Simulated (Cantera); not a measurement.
Hydrocarbon pyrolysis for carbon deposition

A perfectly stirred reactor is fed with C₂H₆ : N₂ : H₂O = 1 : 26 : 0.034 (molar parts), at 0.0900 Torr; it is held at 1675 K, and followed from long to short residence time.

Cantera simulation using GRI-Mech 3.0 (53 species, 325 reactions); the numbers are that mechanism's predictions, not measurements. GRI-Mech 3.0 stops at C3 and has no aromatics, soot or wall deposition, so with more carbon than oxygen in the feed, carbon stays in small species such as C2H2 where larger ones or solid carbon would form. Radical loss at walls, strong at low pressure, is not modelled.

```
τ (s)     x C₂H₆     x H₂     x CH₃     x CH₄     x CH₂
-------  -------  -------  --------  --------  --------
0.95     0.00139   0.0429   0.00549   0.00889   3.34e-5
0.22     0.00531   0.0275    0.0105   0.00757   4.79e-5
0.053     0.0168   0.0108    0.0137   0.00282   4.43e-5
0.012     0.0315  0.00107   0.00724  0.000306   1.26e-5
0.0029    0.0358  1.44e-5   0.00216   2.17e-5   5.44e-7
0.00069   0.0367  1.24e-7  0.000536   1.28e-6   8.52e-9
0.00016   0.0369  3.17e-9  0.000125   6.94e-8  9.75e-11
```
x: mole fraction; the columns are a selection and need not sum to one.
